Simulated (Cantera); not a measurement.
Charge: 1 mol Si, 3.8 mol HCl, 1 mol N2, at 4.30e-5 bar.

Cantera equilibrium calculation (NASA polynomials, part measured and part estimated; ideal gas, pure solids and liquids). Candidate condensed phases: NH4Cl, Si, Si3N4; 28 gas species. N2 is the only nitrogen source here; it is nearly inert below about 1500 K, so the nitride shown seldom forms there in practice. Equilibrium is a limit: real reactors are often held back by kinetics, nucleation or transport.

Problem. Which condensed phases are stable at each of these points (T (K)): 723, 798, 873, 948, 1023, 1098, 1173, 1248, 1323, 1398, 1473?

Solution. 
```csv
T (K),condensed phases,Si condensed (%)
723,Si3N4(s),50.5
798,Si3N4(s),54.2
873,Si3N4(s),57.1
948,Si3N4(s),59.5
1023,Si3N4(s),61.0
1098,Si3N4(s),59.9
1173,Si3N4(s),48.8
1248,Si3N4(s),19.9
1323,gas only,0.0
1398,gas only,0.0
1473,gas only,0.0
```

From 723 K to 1248 K the condensed part is Si3N4(s). From 1323 K to 1473 K nothing is condensed.
